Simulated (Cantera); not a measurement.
Ignition delay

Mixture: 28.3 % H₂, 20.5 % O₂, 51.2 % N₂, equivalence ratio 0.69, at 7500 Torr, adiabatic and at constant pressure. Ignition delay is the time to a rise of 400 K.

Computed with Cantera and GRI-Mech 3.0 (53 species, 325 reactions). The hydrogen kinetics of GRI-Mech 3.0 are dated; newer H2 mechanisms differ, most at raised pressure.

```csv
T0 (K),delay (ms)
1148,0.271
1223,0.0235
1298,0.00415
1373,0.00219
1448,0.00146
```

```yaml
apparent activation energy between 1298 and 1448 K: 110 kJ/mol
```
